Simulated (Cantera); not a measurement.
Charge: 1 mol Si, 0.29 mol CO₂, 48 mol N₂, equilibrated at 0.00160 bar.

Method: chemical equilibrium by Gibbs-energy minimisation in Cantera with the NASA 1993 tables (ideal gas, pure condensed phases). Candidate condensed phases: C, Si, SiC, SiO₂, Si₂N₂O, Si₃N₄; 34 gas species. N₂ is the only nitrogen source here; it is nearly inert below about 1500 K, so the nitride shown seldom forms there in practice. Mutual solubility and eutectic melting of coexisting phases are not modelled. The numbers say what is thermodynamically allowed, not how fast it happens.

Problem. What share of the Si ends up in condensed phases as a function of T (°C), at 777, 877, 977, 1077, 1177, 1277, 1377, 1477, 1577, 1677?

Solution. 
| T (°C) | Si condensed (%) | as |
|---|---|---|
| 777 | 100.0 | Si₂N₂O(s) |
| 877 | 100.0 | Si₂N₂O(s) |
| 977 | 100.0 | Si₂N₂O(s) |
| 1077 | 100.0 | SiC(s) + Si₂N₂O(s) |
| 1177 | 99.7 | SiC(s) + Si₂N₂O(s) |
| 1277 | 94.5 | SiC(s) + Si₂N₂O(s) |
| 1377 | 48.4 | SiC(s) + Si₃N₄(s) |
| 1477 | 41.0 | Si(l) + SiC(s) |
| 1577 | 27.4 | Si(l) + SiC(s) |
| 1677 | 7.7 | SiC(s) |
